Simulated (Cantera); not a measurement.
Charge: 1 mol Zr, 1.5 mol N2, 9.2 mol H2, equilibrated at 2175 °C and 9.90 Pa.

These are equilibrium values from Cantera (NASA tables, ideal gas, pure condensed phases), not measurements of a reactor. Candidate condensed phases: Zr, ZrN; 11 gas species. ZrN: taken at fixed stoichiometry. Rates play no part.

Base state: H 0.780, H2 0.152, N2 0.0621, Zr 0.00652 (mole fractions); condensed: ZrN(s).

Q: What changes in the equilibrium state with this change: pressure from 9.90 Pa to 0.133 bar?

A: 
| species | before | after |
|---|---|---|
| H2 | 0.152 | 0.854 |
| N2 | 0.0621 | 0.0956 |
| H | 0.780 | 0.0504 |
| Zr | 0.00652 | 1.06e-7 |
| ZrN(s), mol | 0.889 | 1.000 |
